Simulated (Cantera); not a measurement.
An isothermal, constant-pressure homogeneous reactor starts with 1.12 % H2, 65.9 % O2, 33.0 % N2, at 1275 K and 20.0 Torr.

Model: GRI-Mech 3.0 (53 species, 325 reactions), integrated in Cantera. Radical loss at walls, strong at low pressure, is not modelled.

One state of this run: x H2 = 6.56e-5; x O2 = 0.650; x HO2 = 1.34e-6; x O = 0.00797; x H = 0.000516. x: mole fraction; the columns are a selection and need not sum to one.

Question: Which value of t (s) does it belong to?
(A) 0.000200
(B) 0.00620
(C) 0.00312
(D) 0.0123

Answer: D, 0.0123
